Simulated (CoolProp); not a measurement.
A simple Rankine cycle with R1336mzz(Z): condensing at 323.15 K, boiler at 1.29 MPa, turbine inlet 402.9 K, turbine efficiency 0.65, pump efficiency 0.6, no recuperator. Each further row changes one setting.

The numbers come from the reference Helmholtz-energy equation of state, McLinden 2020 in CoolProp.

```json
[
 {"case": "as stated", "thermal efficiency (%)": "9.1", "net work (kJ/kg)": "19.4", "heat in (kJ/kg)": "213", "turbine exit temperature (K)": "361.7", "volume ratio over the turbine": "8.72"},
 {"case": "turbine inlet 422.9 K", "thermal efficiency (%)": "9.0", "net work (kJ/kg)": "21.4", "heat in (kJ/kg)": "238", "turbine exit temperature (K)": "(withheld)", "volume ratio over the turbine": "8.15"},
 {"case": "condensing temperature 315.15 K", "thermal efficiency (%)": "10.0", "net work (kJ/kg)": "(withheld)", "heat in (kJ/kg)": "223", "turbine exit temperature (K)": "(withheld)", "volume ratio over the turbine": "11.4"},
 {"case": "boiler pressure 0.903 MPa", "thermal efficiency (%)": "(withheld)", "net work (kJ/kg)": "17.4", "heat in (kJ/kg)": "222", "turbine exit temperature (K)": "373.3", "volume ratio over the turbine": "5.48"},
 {"case": "turbine efficiency 0.55", "thermal efficiency (%)": "(withheld)", "net work (kJ/kg)": "16.2", "heat in (kJ/kg)": "213", "turbine exit temperature (K)": "364.9", "volume ratio over the turbine": "(withheld)"}
]
```

Task: What belongs in the gaps?

Result: 
- turbine inlet 422.9 K, turbine exit temperature (K): 384.9
- condensing temperature 315.15 K, net work (kJ/kg): 22.3
- condensing temperature 315.15 K, turbine exit temperature (K): 357.9
- boiler pressure 0.903 MPa, thermal efficiency (%): 7.8
- turbine efficiency 0.55, thermal efficiency (%): 7.6
- turbine efficiency 0.55, volume ratio over the turbine: 8.81
